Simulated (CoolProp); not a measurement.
Vapour-liquid equilibrium of R113 (1) + acetone (2) at 0.755 MPa; x and y are mole fractions of (1).

The numbers come from the multi-fluid Helmholtz-energy mixture model, Marx 1992 and Lemmon 2006; pair parameters Bell 2016 in CoolProp.

```
x      bubble temperature (K)  y at the bubble point  dew temperature at overall composition x (K)  liquid density (mol/L)
-----  ----------------------  ---------------------  --------------------------------------------  ----------------------
0.05                    400.9                  0.085                                         401.8                   10.91
0.125                   398.3                  0.191                                         399.9                   10.47
0.2                     396.3                  0.278                                         398.1                   10.05
0.275                   394.7                  0.352                                         396.3                   9.656
0.35                    393.6                  0.416                                         394.8                   9.284
0.425                   392.8                  0.474                                         393.5                   8.935
0.5                     392.3                  0.528                                         392.6                   8.609
0.575                   392.1                  0.581                                         392.1                   8.305
0.65                    392.2                  0.635                                         392.3                   8.021
0.725                   392.6                  0.693                                         392.9                   7.756
0.8                     393.3                  0.757                                         393.9                   7.506
0.875                   394.5                  0.833                                         395.3                   7.270
0.95                    396.4                  0.925                                         397.0                   7.043
```

y crosses x between x = 0.575 and 0.65: the model has an azeotrope there.

Pair parameters are fitted to limited data, so mixtures are less certain than the pure fluids.
